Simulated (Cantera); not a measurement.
borazine + NH3 + H2 (boron, boron nitride and boron oxide)

Charge: 1 mol borazine, 2.3 mol NH3, 0.22 mol H2, equilibrated at 2225 K.

Cantera equilibrium calculation (NASA polynomials, part measured and part estimated; ideal gas, pure solids and liquids). Candidate condensed phases: B, BN; 15 gas species. The feed counts by its element totals alone. The tables' values for BH2 are old estimates; treat these amounts as uncertain. Rates play no part.

From 0.000100 bar to 0.00600 bar the condensed part is B(s). From 0.0170 bar to 1.00 bar the condensed part is BN(s). The share of B in condensed phases is highest at 1.00 bar (100.0 %) and lowest at 0.000100 bar (84.1 %).

| P (Pa) | x H2 | x H | x N2 | x B | x BH2 | x BH | n B(s) | n BN(s) |
|---|---|---|---|---|---|---|---|---|
| 10 | 0.356 | 0.386 | 0.218 | 0.0384 | 0.000530 | 0.000249 | 2.52 | 0 |
| 28 | 0.476 | 0.267 | 0.242 | 0.0137 | 0.000709 | 0.000172 | 2.84 | 0 |
| 77 | 0.561 | 0.175 | 0.258 | 0.00498 | 0.000836 | 0.000113 | 2.94 | 0 |
| 220 | 0.620 | 0.109 | 0.268 | 0.00174 | 0.000924 | 7.02e-5 | 2.97 | 0 |
| 600 | 0.656 | 0.0677 | 0.275 | 0.000640 | 0.000977 | 4.37e-5 | 2.98 | 0 |
| 1700 | 0.809 | 0.0447 | 0.144 | 0.000223 | 0.00119 | 2.85e-5 | 0 | 2.99 |
| 4600 | 0.826 | 0.0275 | 0.145 | 5.00e-5 | 0.000738 | 1.06e-5 | 0 | 2.99 |
| 13000 | 0.837 | 0.0164 | 0.146 | 1.05e-5 | 0.000443 | 3.77e-6 | 0 | 3.00 |
| 36000 | 0.843 | 0.00991 | 0.146 | 2.28e-6 | 0.000268 | 1.37e-6 | 0 | 3.00 |
| 100000 | 0.847 | 0.00596 | 0.147 | 4.91e-7 | 0.000161 | 4.92e-7 | 0 | 3.00 |
x: gas mole fraction; n: condensed amount in mol.
